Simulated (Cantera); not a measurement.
A perfectly stirred reactor is fed with 4.71 % H2, 11.5 % O2, 83.8 % N2, equivalence ratio 0.20, at 0.434 atm; it is held at 1250 K, and followed from long to short residence time.

Detailed kinetics in Cantera: GRI-Mech 3.0 (53 species, 325 reactions). The temperature is held fixed by assumption; the heat of reaction is taken as removed at once.

Predict: x(H2) at τ = 1.10 s; x(O2) at τ = 1.10 s; x(N2O) at τ = 1.10 s; x(H) at τ = 1.10 s; x(NO) at τ = 1.10 s; x(H2) at τ = 14.0 ms; x(O2) at τ = 14.0 ms; x(N2O) at τ = 14.0 ms; x(H) at τ = 14.0 ms; x(NO) at τ = 14.0 ms.


| Item | Result |
|---|---|
| x(H2) at τ = 1.10 s | 4.09e-5 |
| x(O2) at τ = 1.10 s | 0.0934 |
| x(N2O) at τ = 1.10 s | 6.06e-7 |
| x(H) at τ = 1.10 s | 2.12e-6 |
| x(NO) at τ = 1.10 s | 5.30e-7 |
| x(H2) at τ = 14.0 ms | 0.000640 |
| x(O2) at τ = 14.0 ms | 0.0933 |
| x(N2O) at τ = 14.0 ms | 2.50e-7 |
| x(H) at τ = 14.0 ms | 0.000164 |
| x(NO) at τ = 14.0 ms | 3.63e-7 |
